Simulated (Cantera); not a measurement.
Feed: 1 mol Si, 5.8 mol CO, 170 mol H2, equilibrated at 1800 K and 2.20 mbar.

Method: chemical equilibrium by Gibbs-energy minimisation in Cantera with the NASA 1993 tables (ideal gas, pure condensed phases). Candidate condensed phases: C, C6H6, C7H8, C8H18, H2O, Si, SiC, SiO2; 123 gas species. Kinetics and transport are ignored.

Problem. What is the equilibrium state?

Solution. 
| Item | Value |
|---|---|
| x(H2) | 0.959 |
| x(CO) | 0.0301 |
| x(H) | 0.00748 |
| x(SiO) | 0.00277 |
| x(Si) | 0.000141 |
| x(C2H2 (acetylene)) | 1.02e-5 |
| x(SiH) | 7.41e-6 |
| x(SiH2) | 2.81e-6 |
| x(Si2C) | 1.50e-6 |
| n(SiC(s)) | 0.484 mol |
| gas amount | 176.5 mol |
| log10 activity of C(graphite) (absent) | -0.61 |
| log10 activity of Si(l) (absent) | -1.01 |
